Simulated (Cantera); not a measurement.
Input: 1 mol Cr, 9.2 mol NH₃, 280 mol H₂, equilibrated at 17.0 mbar.

Cantera equilibrium calculation (NASA polynomials, part measured and part estimated; ideal gas, pure solids and liquids). Candidate condensed phases: Cr, CrN, Cr₂N; 11 gas species. Rates play no part.

Problem. Which condensed phases are stable at each of these points (T (K)): 873, 1023, 1173, 1323, 1473, 1623, 1773, 1923?

Solution. 
| T (K) | condensed phases | Cr condensed (%) |
|---|---|---|
| 873 | CrN(s) | 100.0 |
| 1023 | Cr₂N(s) | 100.0 |
| 1173 | Cr(s) | 100.0 |
| 1323 | Cr(s) | 100.0 |
| 1473 | Cr(s) | 99.4 |
| 1623 | Cr(s) | 89.8 |
| 1773 | gas only | 0.0 |
| 1923 | gas only | 0.0 |

At 873 K the condensed part is CrN(s). At 1023 K the condensed part is Cr₂N(s). From 1173 K to 1623 K the condensed part is Cr(s). From 1773 K to 1923 K nothing is condensed.
